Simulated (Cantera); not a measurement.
## Low-pressure radical oxidation in H2/O2

An isothermal, constant-pressure homogeneous reactor starts with 7.63 % H2, 92.4 % O2, at 1200 K and 0.0263 atm.

Detailed kinetics in Cantera: the H2/O2 subset of GRI-Mech 3.0, which has no nitrogen chemistry. Radical loss at walls, strong at low pressure, is not modelled. The temperature is held fixed by assumption; the heat of reaction is taken as removed at once.

```csv
t (s),x H2,x O2,x H2O,x OH,x H2O2
0.000600,0.0759,0.923,0.000299,0.000114,1.44e-9
0.00159,0.00216,0.873,0.0644,0.00515,2.89e-7
0.00419,0.00127,0.888,0.0703,0.00404,2.67e-7
0.0111,0.000557,0.907,0.0756,0.00268,2.66e-7
0.0293,0.000129,0.917,0.0783,0.00129,1.98e-7
0.0775,2.14e-5,0.920,0.0790,0.000529,1.01e-7
0.205,3.71e-6,0.920,0.0792,0.000223,4.07e-8
0.542,7.84e-7,0.921,0.0793,0.000104,1.51e-8
1.43,2.02e-7,0.921,0.0793,5.30e-5,5.52e-9
3.79,6.01e-8,0.921,0.0793,2.91e-5,2.04e-9
10.0,2.03e-8,0.921,0.0793,1.70e-5,7.92e-10
26.5,8.79e-9,0.921,0.0793,1.12e-5,3.83e-10
70.0,6.55e-9,0.921,0.0793,9.63e-6,3.01e-10
```
x: mole fraction; the columns are a selection and need not sum to one.

Equilibrium at this temperature and pressure: H2 6.48e-9, O2 0.921, H2O 0.0793, OH 9.58e-6, H2O2 2.98e-10 (gas phase only).
